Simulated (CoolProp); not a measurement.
Properties of normal hydrogen along the isotherm 32.3 K (Tc = 33.1 K, pc = 1.296 MPa, ω = -0.219).

Computed with CoolProp (reference Helmholtz-energy equation of state, Leachman 2009).

```
p (MPa)   phase  speed of sound (m/s)  Joule-Thomson coefficient (K/MPa)  isothermal compressibility (1/MPa)  conductivity (mW/(m K))
-------  ------  --------------------  ---------------------------------  ----------------------------------  -----------------------
0.041       gas                 469.1                              9.038                               24.67                     25.4
0.0777      gas                 467.2                                [?]                               13.15                     25.8
0.147       gas                 463.5                              9.092                               7.099                     26.4
0.279       gas                 456.1                              9.158                                 [?]                     27.7
0.529       gas                 440.5                              9.267                               2.311                     30.5
1           gas                 400.1                              9.118                               2.087                     41.0
1.9      liquid                 764.3                             0.6071                              0.1086                     96.2
3.61     liquid                 959.7                            -0.1470                             0.04291                      105
6.84     liquid                  1157                                [?]                             0.02150                      115
13       liquid                  1388                            -0.8624                             0.01154                      130
```

What belongs in the gaps?


- 0.0777, Joule-Thomson coefficient (K/MPa): 9.057
- 0.279, isothermal compressibility (1/MPa): 3.914
- 6.84, Joule-Thomson coefficient (K/MPa): -0.5817

Thermal conductivity comes from a separate model (Assael 2011).
